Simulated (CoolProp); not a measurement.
Vapour-liquid equilibrium of toluene (1) + o-xylene (2) at 0.0014 MPa; x and y are mole fractions of (1).

The numbers come from the multi-fluid Helmholtz-energy mixture model, Lemmon 2006 and Zhou 2012; pair parameters Bell 2016 in CoolProp.

```json
[
 {"x": "0.05", "bubble temperature (K)": "303.5", "y at the bubble point": "0.172", "dew temperature at overall composition x (K)": "305.3", "liquid density (mol/L)": "8.258"},
 {"x": "0.15", "bubble temperature (K)": "299.1", "y at the bubble point": "0.425", "dew temperature at overall composition x (K)": "303.8", "liquid density (mol/L)": "8.394"},
 {"x": "0.25", "bubble temperature (K)": "295.5", "y at the bubble point": "0.593", "dew temperature at overall composition x (K)": "302.3", "liquid density (mol/L)": "8.528"},
 {"x": "0.35", "bubble temperature (K)": "292.4", "y at the bubble point": "0.709", "dew temperature at overall composition x (K)": "300.5", "liquid density (mol/L)": "8.661"},
 {"x": "0.45", "bubble temperature (K)": "289.7", "y at the bubble point": "0.791", "dew temperature at overall composition x (K)": "298.6", "liquid density (mol/L)": "8.792"},
 {"x": "0.55", "bubble temperature (K)": "287.5", "y at the bubble point": "0.852", "dew temperature at overall composition x (K)": "296.5", "liquid density (mol/L)": "8.924"},
 {"x": "0.65", "bubble temperature (K)": "285.5", "y at the bubble point": "0.898", "dew temperature at overall composition x (K)": "294.0", "liquid density (mol/L)": "9.057"},
 {"x": "0.75", "bubble temperature (K)": "283.8", "y at the bubble point": "0.934", "dew temperature at overall composition x (K)": "291.1", "liquid density (mol/L)": "9.192"},
 {"x": "0.85", "bubble temperature (K)": "282.3", "y at the bubble point": "0.964", "dew temperature at overall composition x (K)": "287.5", "liquid density (mol/L)": "9.328"},
 {"x": "0.95", "bubble temperature (K)": "280.9", "y at the bubble point": "0.989", "dew temperature at overall composition x (K)": "283.0", "liquid density (mol/L)": "9.467"}
]
```

No azeotrope shows between x = 0.05 and 0.95.

Pair parameters are fitted to limited data, so mixtures are less certain than the pure fluids.
